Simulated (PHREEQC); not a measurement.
**Brine (model solution)**

Solution (25 °C): 1.2 mol CaCl2 and 0.24 mol NaCl per kg of water. Closed to the air; pH follows from the charge balance.

The numbers come from PHREEQC with the Pitzer model, pitzer.dat.

No solid was allowed to form.

### Question
What activity of water, density does the model give?

### Answer
activity of water 0.920; density 1.106 g/cm³.

Complexes and solids missing from the database can't appear.
